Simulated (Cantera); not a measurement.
Cantera run:

```python
import numpy as np
import cantera as ct

gas_names = """

""".split()
cond_names = """
    Na(cr) Na(L) I2(cr) I2(L) NaI(s) NaI(L)
""".split()


# ... load() reads the species with a 1 bar reference pressure and builds the phases ...
species = {s.name: s for s in load("nasa_gas.yaml", gas_names) + load("nasa_condensed.yaml", cond_names)}
# Each term lists the table entries of one substance; the one whose range holds T is used.
reactions = {
    '2 Na + I2 = 2 NaI':
        [(-2, ['Na(cr)', 'Na(L)']), (-1, ['I2(cr)', 'I2(L)']), (2, ['NaI(s)', 'NaI(L)'])],
}


def pick(names, T):
    return next(species[n] for n in names if species[n].thermo.min_temp <= T <= species[n].thermo.max_temp)


results = []
for label, terms in reactions.items():
    print(label)
    print("     T/K   dH/kJ  dS/(J/K)   dG/kJ   log10 K")
    for T in [423, 448, 473, 498, 523, 548, 573, 598]:
        used = [(nu, pick(names, T)) for nu, names in terms]
        dH = sum(nu * s.thermo.h(T) for nu, s in used) / 1e6
        dS = sum(nu * s.thermo.s(T) for nu, s in used) / 1e3
        dG = dH - T * dS / 1e3
        logK = -dG * 1e6 / (ct.gas_constant * T * np.log(10))
        results.append((label, T, dH, dS, dG, logK, [s.name for _, s in used]))
        print(f"{T:8g} {dH:8.1f} {dS:8.1f} {dG:8.1f} {logK:8.2f}")
```

Result:

```
2 Na + I2 = 2 NaI
     T/K   dH/kJ  dS/(J/K)   dG/kJ   log10 K
     423   -598.9    -82.3   -564.1    69.65
     448   -599.7    -84.2   -562.0    65.52
     473   -600.5    -86.0   -559.8    61.82
     498   -601.3    -87.6   -557.7    58.49
     523   -602.1    -89.1   -555.5    55.48
     548   -602.8    -90.5   -553.2    52.73
     573   -603.5    -91.7   -550.9    50.22
     598   -604.2    -92.9   -548.6    47.92
```

Source: NASA polynomial tables (part measured, part estimated), evaluated in Cantera. Condensed species are held in their standard states even where they would react or evaporate.
